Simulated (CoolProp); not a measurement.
Saturation properties of normal hydrogen (Tc = -240.0 °C, pc = 12.96 bar, ω = -0.219).

Values from CoolProp's reference Helmholtz-energy equation of state, Leachman 2009.

| T (°C) | p (bar) | liquid cp (kJ/(kg K)) | surface tension (mN/m) | liquid conductivity (mW/(m K)) |
|---|---|---|---|---|
| -253.75 | 0.7521 | 9.255 | 2.08 | 103 |
| -252.45 | 1.116 | 9.961 | 1.85 | 104 |
| -251.25 | 1.550 | 10.70 | 1.65 | 104 |
| -249.95 | 2.144 | ___ | 1.43 | 103 |
| -248.65 | ___ | 12.79 | 1.21 | 103 |
| -247.35 | 3.785 | 14.23 | 0.994 | 102 |
| -246.05 | 4.869 | 16.16 | ___ | ___ |
| -244.85 | 6.047 | 18.71 | 0.596 | 98.2 |
| -243.55 | 7.537 | 23.21 | 0.402 | 95.6 |
| -242.25 | 9.272 | ___ | ___ | 92.3 |
| -240.95 | 11.29 | ___ | 0.0817 | ___ |

**Question.** Fill in the missing entries.

**Answer.** 
- -249.95, liquid cp (kJ/(kg K)): 11.65
- -248.65, p (bar): 2.883
- -246.05, surface tension (mN/m): 0.784
- -246.05, liquid conductivity (mW/(m K)): 100
- -242.25, liquid cp (kJ/(kg K)): 32.58
- -242.25, surface tension (mN/m): 0.225
- -240.95, liquid cp (kJ/(kg K)): 68.28
- -240.95, liquid conductivity (mW/(m K)): 89.7

It boils at -252.8 °C under 1 atm.

Thermal conductivity comes from a separate model (Assael 2011). Surface tension comes from a separate correlation (Mulero 2012).
